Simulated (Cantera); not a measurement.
A closed system holds: 1 mol Si, 0.0035 mol H₂O, 56 mol H₂, at 1148 K and 0.100 bar.

Cantera equilibrium calculation (NASA polynomials, part measured and part estimated; ideal gas, pure solids and liquids). Candidate condensed phases: H₂O, Si, SiO₂; 18 gas species. Mutual solubility and eutectic melting of coexisting phases are not modelled. The tables hold silica as quartz up to 1696 K and as liquid above; real silica turns to tridymite and cristobalite and melts near 1996 K. Kinetics and transport are ignored.

Base state: H₂ 1.000 (mole fractions); condensed: Si(s) + SiO₂(β-quartz).

Question: What changes in the equilibrium state with this change: Si replaced by Si₃N₄?

Answer: 
| species | before | after |
|---|---|---|
| H₂ | 1.000 | 1.000 |
| N₂ | 0 | 2.08e-5 |
| Si(s), mol | 0.998 | 0 |
| SiO₂(β-quartz), mol | 0.00172 | 0 |
| Si₂N₂O(s), mol | 0 | 0.00350 |
| Si₃N₄(s), mol | 0 | 0.998 |
Further candidate phases: Si₂N₂O, Si₃N₄.

Question: What changes in the equilibrium state with this change: temperature from 1148 K to 1775 K?

Answer: 
```tsv
species	before	after
H₂	1.000	0.999
H	2.27e-7	0.000915
SiO	1.12e-6	6.25e-5
Si	<1e-9	2.20e-5
SiH₂	3.97e-9	2.50e-5
Si(s), mol	0.998	0
SiO₂(β-quartz), mol	0.00172	0
Si(l), mol	0	0.993
```
Gases not in the tables: Si₂H₆ and higher silanes.
